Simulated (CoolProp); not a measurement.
Vapour-liquid equilibrium of R22 (1) + cyclohexane (2) at 284.5 K; x and y are mole fractions of (1).

Values from CoolProp's multi-fluid Helmholtz-energy mixture model, Kamei 1995 and Zhou 2014; pair parameters Bell 2016.

```json
[
 {"x": "0.05", "bubble pressure, mixture model (bar)": "0.9687", "bubble pressure, Raoult's law (bar)": "0.4190", "y, mixture model": "0.930", "y, Raoult's law": "0.846"},
 {"x": "0.125", "bubble pressure, mixture model (bar)": "2.086", "bubble pressure, Raoult's law (bar)": "0.9457", "y, mixture model": "0.968", "y, Raoult's law": "0.937"},
 {"x": "0.2", "bubble pressure, mixture model (bar)": "2.953", "bubble pressure, Raoult's law (bar)": "1.472", "y, mixture model": "0.978", "y, Raoult's law": "0.963"},
 {"x": "0.275", "bubble pressure, mixture model (bar)": "3.610", "bubble pressure, Raoult's law (bar)": "1.999", "y, mixture model": "0.982", "y, Raoult's law": "0.975"},
 {"x": "0.35", "bubble pressure, mixture model (bar)": "4.105", "bubble pressure, Raoult's law (bar)": "2.526", "y, mixture model": "0.985", "y, Raoult's law": "0.983"},
 {"x": "0.425", "bubble pressure, mixture model (bar)": "4.483", "bubble pressure, Raoult's law (bar)": "3.052", "y, mixture model": "0.987", "y, Raoult's law": "0.987"},
 {"x": "0.5", "bubble pressure, mixture model (bar)": "4.785", "bubble pressure, Raoult's law (bar)": "3.579", "y, mixture model": "0.988", "y, Raoult's law": "0.991"},
 {"x": "0.575", "bubble pressure, mixture model (bar)": "5.047", "bubble pressure, Raoult's law (bar)": "4.106", "y, mixture model": "0.989", "y, Raoult's law": "0.993"},
 {"x": "0.65", "bubble pressure, mixture model (bar)": "5.301", "bubble pressure, Raoult's law (bar)": "4.633", "y, mixture model": "0.990", "y, Raoult's law": "0.995"},
 {"x": "0.725", "bubble pressure, mixture model (bar)": "5.571", "bubble pressure, Raoult's law (bar)": "5.159", "y, mixture model": "0.991", "y, Raoult's law": "0.996"},
 {"x": "0.8", "bubble pressure, mixture model (bar)": "5.882", "bubble pressure, Raoult's law (bar)": "5.686", "y, mixture model": "0.993", "y, Raoult's law": "0.998"},
 {"x": "0.875", "bubble pressure, mixture model (bar)": "6.257", "bubble pressure, Raoult's law (bar)": "6.213", "y, mixture model": "0.995", "y, Raoult's law": "0.999"},
 {"x": "0.95", "bubble pressure, mixture model (bar)": "6.720", "bubble pressure, Raoult's law (bar)": "6.739", "y, mixture model": "0.998", "y, Raoult's law": "0.999"}
]
```

The largest gap from Raoult's law is +131.2 % in bubble pressure, at x = 0.05. No azeotrope shows between x = 0.05 and 0.95.

The pair parameters rest on a limited set of measurements; away from them the model extrapolates. With so large a gap from Raoult's law the liquid may split in two, which this calculation doesn't test in full.
